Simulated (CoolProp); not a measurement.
Vapour-liquid equilibrium of R152A (1) + R113 (2) at 74.05 °C; x and y are mole fractions of (1).

Model: multi-fluid Helmholtz-energy mixture model, Outcalt 1996 and Marx 1992; pair parameters Bell 2016, in CoolProp.

```tsv
x	bubble pressure, mixture model (kPa)	bubble pressure, Raoult's law (kPa)	y, mixture model	y, Raoult's law
0.05	363.2	317.4	0.381	0.325
0.2	730.5	592.9	___	0.696
0.35	1028	868.4	___	0.831
0.5	___	1144	0.855	0.901
0.65	___	1419	___	0.944
0.8	1713	1695	___	0.973
0.95	1967	1970	0.980	0.994
```

Problem. Some entries are withheld; supply them.

Solution. 
- 0.2, y, mixture model: 0.704
- 0.35, y, mixture model: 0.802
- 0.5, bubble pressure, mixture model (kPa): 1272
- 0.65, bubble pressure, mixture model (kPa): 1490
- 0.65, y, mixture model: 0.894
- 0.8, y, mixture model: 0.932

The largest gap from Raoult's law is +23.2 % in bubble pressure, at x = 0.2. No azeotrope shows between x = 0.05 and 0.95.

The pair parameters rest on a limited set of measurements; away from them the model extrapolates.
